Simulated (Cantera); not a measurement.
Source: NASA polynomial tables (part measured, part estimated), evaluated in Cantera. Values are per mole of reaction as written; species without (g) are pure solids or liquids, kept so even where they would boil at 1 bar.

3 N2O(g) + Cr2N → 7 N(g) + Cr2O3

```csv
T (K),ΔH° (kJ),ΔS° (J/K),ΔG° (kJ),log10 K
300,2054.5,428.5,1926.0,-335.34
1250,2085.0,485.7,1477.9,-61.76
1325,[?],[?],[?],[?]
1400,2085.5,486.1,1405.0,-52.42
1475,2085.4,486.0,1368.5,-48.46
1550,[?],[?],[?],[?]
1625,[?],[?],[?],[?]
1700,[?],[?],[?],[?]
```

Task: Some entries are withheld; supply them.

Result: 
- 1325, ΔH° (kJ): 2085.3
- 1325, ΔS° (J/K): 486.0
- 1325, ΔG° (kJ): 1441.4
- 1325, log10 K: -56.82
- 1550, ΔH° (kJ): 2085.1
- 1550, ΔS° (J/K): 485.8
- 1550, ΔG° (kJ): 1332.1
- 1550, log10 K: -44.89
- 1625, ΔH° (kJ): 2084.7
- 1625, ΔS° (J/K): 485.5
- 1625, ΔG° (kJ): 1295.7
- 1625, log10 K: -41.65
- 1700, ΔH° (kJ): 2084.0
- 1700, ΔS° (J/K): 485.2
- 1700, ΔG° (kJ): 1259.2
- 1700, log10 K: -38.69
